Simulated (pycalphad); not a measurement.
CALPHAD calculation (pycalphad, COST 507 light-alloy database (1999)), 1 atm. The database dates from 1999; later assessments differ in places, in temperatures and in the compounds included.

Molar enthalpy of Al-8.4Si-0.27Mn (at.%) in equilibrium (SER reference):

```tsv
T (K)	H (kJ/mol)	phases
1850	59.55	LIQUID
1770	57.03	LIQUID
1690	54.52	LIQUID
1610	52.01	LIQUID
1530	49.49	LIQUID
1450	46.98	LIQUID
1370	44.46	LIQUID
1290	41.95	LIQUID
1210	39.44	LIQUID
1130	36.93	LIQUID
1050	34.43	LIQUID
970	31.92	LIQUID
930	30.67	LIQUID
890	29.43	LIQUID
810	14.08	FCC_A1 + DIAMOND_A4 + ALMNSI_ALPHA
770	12.72	FCC_A1 + DIAMOND_A4 + ALMNSI_ALPHA
730	11.43	FCC_A1 + DIAMOND_A4 + ALMNSI_ALPHA
650	8.99	FCC_A1 + DIAMOND_A4 + ALMNSI_ALPHA
570	6.70	FCC_A1 + DIAMOND_A4 + ALMNSI_ALPHA
```

Cooling from 890 K to 810 K, across the freezing range, releases 15.3 kJ/mol, or 565 J/g. The slope is 31 J/(mol K) in the liquid and 34 J/(mol K) just below the solidus, where it includes any heat of precipitation. Liquidus 882 K, solidus 849 K. Changes were sought between steps of 40 K, so a narrower field can be missed.

Database names, with the compositions (at.%) that they take in these runs: ALMNSI_ALPHA: Al 70 Mn 17 Si 12. FCC_A1 is fcc; DIAMOND_A4 is diamond (Si).
